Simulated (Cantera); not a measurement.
What does this Cantera script print?

```python
import numpy as np
import cantera as ct

gas_names = [...]  # 95 gases of nasa_gas.yaml made of C, F, H
cond_names = """
    C(gr) C6H6(L) C7H8(L) C8H18(L),n-octa
""".split()


# ... load() reads the species with a 1 bar reference pressure and builds the phases ...
atoms = {
    'c-C4F8': {'C': 4, 'F': 8},
    'H2': {'H': 2},
}
top_T = {'C(gr)': 4500}  # K; cautious upper limits of use, not melting points


# ... equilibrate(T, P, feed) seeds the gas with the atoms and calls Mixture.equilibrate('TP', solver="vcs", rtol=1e-11, max_steps=5000) ...
results = []
feed = {'c-C4F8': 1, 'H2': 0.77}  # mol
T = 3523.15  # K
P = 14  # Pa
mix = equilibrate(T, P, feed)
results.append((T, P, feed, dict(zip(mix.species_names, mix.species_moles))))
x = sorted(zip(gas.X, gas.species_names), reverse=True)
print(f"T = {T:g} K  P = {P:g} Pa  gas = {mix.phase_moles(0):.4g} mol")
print("   x: " + "  ".join(f"{s} {v:.3e}" for v, s in x if v > 0.001))
print("   condensed (mol): " + ("  ".join(f"{mix.phase(i).name} {mix.phase_moles(i):.4g}"
      for i in range(1, mix.n_phases) if mix.phase_moles(i) > 1e-12) or "none"))
```

It prints:

```
T = 3523.15 K  P = 14 Pa  gas = 13.43 mol
   x: F 5.920e-01  C 2.873e-01  H 1.129e-01  C2 3.734e-03  CF 1.965e-03  HF 1.740e-03
   condensed (mol): none
```

These are equilibrium values from Cantera (NASA tables, ideal gas, pure condensed phases), not measurements of a reactor. The feed counts by its element totals alone.
